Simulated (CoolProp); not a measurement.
Vapour-liquid equilibrium of acetone (1) + cyclohexane (2) at 66.35 °C; x and y are mole fractions of (1).

Computed with CoolProp (multi-fluid Helmholtz-energy mixture model, Lemmon 2006 and Zhou 2014; pair parameters Bell 2016).

Q: Give the bubble pressure and the first vapour's composition at x = 0.05, 0.125, 0.65. Is there an azeotrope?

A: x = 0.05: 0.09092 MPa, y = 0.315; x = 0.125: 0.1155 MPa, y = 0.486; x = 0.65: 0.1519 MPa, y = 0.710. y crosses x between x = 0.725 and 0.8: the model has an azeotrope there.

Pair parameters are fitted to limited data, so mixtures are less certain than the pure fluids. With so large a gap from Raoult's law the liquid may split in two, which this calculation doesn't test in full.
